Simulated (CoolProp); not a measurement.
The numbers come from the reference Helmholtz-energy equation of state, Smukala 2000 in CoolProp.

Problem. For ethylene, give the phase and the Joule-Thomson coefficient (K/MPa), fugacity coefficient at -133.65 °C and 23.2 MPa; -80.75 °C and 23.2 MPa.

Solution. 
- -133.65 °C and 23.2 MPa: liquid; Joule-Thomson coefficient -0.502, fugacity coefficient 0.00120
- -80.75 °C and 23.2 MPa: liquid; Joule-Thomson coefficient -0.444, fugacity coefficient 0.0274
